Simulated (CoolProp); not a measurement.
Properties of benzene along the isobar 0.194 MPa.

The numbers come from the reference Helmholtz-energy equation of state, Thol 2012 in CoolProp.

| T (°C) | phase | cv (kJ/(kg K)) | isothermal compressibility (1/MPa) |
|---|---|---|---|
| 85.65 | liquid | 1.386 | 0.001640 |
| 120.45 | gas | 1.337 | 5.414 |
| 137.85 | gas | 1.399 | 5.375 |
| 155.25 | gas | 1.459 | 5.343 |
| 172.65 | gas | 1.518 | 5.317 |
| 190.15 | gas | 1.574 | 5.296 |
| 207.55 | gas | 1.628 | 5.279 |
| 224.95 | gas | 1.680 | 5.264 |
| 242.35 | gas | 1.730 | 5.252 |
| 259.75 | gas | 1.777 | 5.241 |
| 277.15 | gas | 1.824 | 5.232 |
| 294.65 | gas | 1.868 | 5.224 |
| 312.05 | gas | 1.911 | 5.217 |
| 329.45 | gas | 1.952 | 5.211 |
| 346.85 | gas | 1.991 | 5.206 |
